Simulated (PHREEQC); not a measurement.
A column of 0.1 m (30 cells, dispersivity 0.008 m, 3600 s a shift, diffusion coefficient 3e-10 m²/s) holds 0.0045 eq of the database's cation exchanger X per kg of pore water, first in equilibrium with 0.013 mol/kgw BaCl2, 0.00056 mol/kgw PbCl2, 0.049 mol/kgw ZnCl2 and 1e-05 mol/kgw HCl. It is flushed with 0.00053 mol KBr, 0.00068 mol MgCl2 and 1e-05 mol HCl per kg of water, at 40 °C. Values are for the last cell. No CO2 enters from the air. No solid was allowed to form.

The series has 31 steps of pore volumes, from 0 to 7.017.

Equilibrium calculation in PHREEQC: ion-association model, phreeqc.dat.

### Question
After how many pore volumes does Mg at the outlet first reach half of its feed value?

### Answer
By 4.5 pore volumes.

### Question
After how many pore volumes does Br at the outlet first reach half of its feed value?

### Answer
By 0.95 pore volumes.

### Question
After how many pore volumes does K at the outlet first reach half of its feed value?

### Answer
By 1.2 pore volumes.

Away from 25 °C the constants follow the database's enthalpies or fits; those with neither stay at their 25 °C values.
